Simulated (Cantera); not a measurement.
An adiabatic, constant-volume homogeneous reactor starts with CO : H₂ : O₂ : N₂ = 1 : 0.95 : 1.17 : 14.1 (molar parts), equivalence ratio 0.83, at 1625 K and 1.01 bar. Integrator tolerance rtol = 1e-08.

Detailed kinetics in Cantera: GRI-Mech 3.0 (53 species, 325 reactions).

| quantity | before | after |
|---|---|---|
| time of steepest temperature rise | 26.7 µs | 19.6 µs |
| temperature at 3.00 s | 2477 K | 2488 K |
| equilibrium temperature | 2477 K | 2488 K |
| x(CO) at 3.00 s | 0.0113 (gas-phase equilibrium 0.0113) | 0.0105 (gas-phase equilibrium 0.0105) |
| x(H₂) at 3.00 s | 0.00198 (gas-phase equilibrium 0.00198) | 0.00182 (gas-phase equilibrium 0.00182) |
| x(O₂) at 3.00 s | 0.0140 (gas-phase equilibrium 0.0140) | 0.0136 (gas-phase equilibrium 0.0136) |
| x(N₂O) at 3.00 s | 4.19e-7 (gas-phase equilibrium 4.19e-7) | 4.97e-7 (gas-phase equilibrium 4.97e-7) |
| x(O) at 3.00 s | 0.00127 (gas-phase equilibrium 0.00127) | 0.00112 (gas-phase equilibrium 0.00112) |

Question: Which change was made?
A. initial temperature 1625 to 1323 K
B. constant pressure in place of constant volume
C. initial temperature 1625 to 1200 K
D. pressure from 1.01 bar to 1.40 bar

Answer: D, pressure from 1.01 bar to 1.40 bar
